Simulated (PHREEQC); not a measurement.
**Hard or scaling water: an equilibrium model**

Consider water at 85 °C with 0.0006 mol SrCl2, 4.75e-05 mol CO2 and 3.85e-05 mol NaCl per kg of water. Closed to the air; pH follows from the charge balance.

Model: ion-association model, wateq4f.dat, run in PHREEQC.

Precipitation was switched off in this run.

Problem. Predict the pH.

Solution. pH 5.35.

Problem. In which forms is C present?

Solution. CO2 90 %, HCO3- 9.3 %, SrHCO3+ 0.5 % of the C.

Complexes and solids missing from the database can't appear. Away from 25 °C the constants follow the database's enthalpies or fits; those with neither stay at their 25 °C values.
